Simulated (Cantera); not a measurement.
Feed: 1 mol FeS, 0.053 mol SO₂, 0.19 mol CO₂, held at 1280 Torr.

Equilibrium computed with Cantera from the NASA thermochemical tables; the gas is ideal and each condensed phase is pure. Candidate condensed phases: C, Fe, Fe(CO)₅, FeO, FeS, FeSO₄, FeS₂, Fe₂O₃, Fe₂(SO₄)₃, Fe₃O₄, S; 25 gas species. Metal and sulfide melt together well below either melting point, which pure phases cannot show. Mutual solubility and eutectic melting of coexisting phases are not modelled. The tables' stoichiometric FeO is somewhat more stable than real wüstite, so its field is too wide. FeO, FeS: taken at fixed stoichiometry. Gases not in the tables: S₃ to S₇. Rates play no part.

log p: log10 of the partial pressure in bar; n: condensed amount in mol.

```tsv
T (°C)	log p CO₂	log p SO₂	log p CO	log p S₂	log p SO	n FeS(s)	n FeS₂(s)	n Fe₃O₄(s)	n FeO(s)	n FeS(l)
552	0.23	-1.76	-3.57	-3.44	-7.27	0.796	0.127	0.0255	0	0
652	0.12	-0.44	___	___	___	0.999	0	___	0	0
752	0.12	-0.44	-2.68	-1.92	-4.73	0.998	0	0.000812	0	0
852	0.12	-0.45	-2.18	-1.74	-4.14	0.996	0	0.00126	0	0
952	0.11	-0.45	-1.76	-1.59	-3.64	0.994	0	0.00188	0	0
1052	0.11	-0.46	-1.42	-1.47	-3.22	0.992	0	0.00272	0	0
1152	0.09	-0.45	___	___	___	0.986	0	0	___	0
1252	0.06	-0.46	-0.87	-1.18	-2.52	0	0	0	0.0211	0.979
1352	0.02	-0.45	-0.68	-1.08	-2.24	0	0	0	0.0291	0.971
```

Problem. Complete the blanks.

Solution. 
- 1152, log p CO: -1.12
- 1152, log p S₂: -1.33
- 1152, log p SO: -2.85
- 1152, n FeO(s): 0.0138
- 652, log p CO: -3.30
- 652, log p S₂: -2.13
- 652, log p SO: -5.45
- 652, n Fe₃O₄(s): 0.000492
